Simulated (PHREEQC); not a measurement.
1 kg of water holding 0.017 mol KHCO3, 0.0077 mol K2CO3 and 0.0043 mol KCl is evaporated at 40 °C; the solids stay in contact with the brine. CO2 is held at log p = -3.4 (atm). Only these solids could form: Kalicinite, Sylvite.

Equilibrium calculation in PHREEQC: Pitzer model, pitzer.dat.

**Question.** Predict ionic strength, C in solution (mol/kgw) at water left (kg) = 0.2534, 0.06428, 0.05287, 0.01991.

**Answer.** 
| water left (kg) | ionic strength | C in solution (mol/kgw) |
|---|---|---|
| 0.2534 | 0.187 | 0.0856 |
| 0.06428 | 0.779 | 0.295 |
| 0.05287 | 0.953 | 0.354 |
| 0.01991 | 2.58 | 0.890 |

Complexes and solids missing from the database can't appear. Constants without temperature data keep their 25 °C values here.
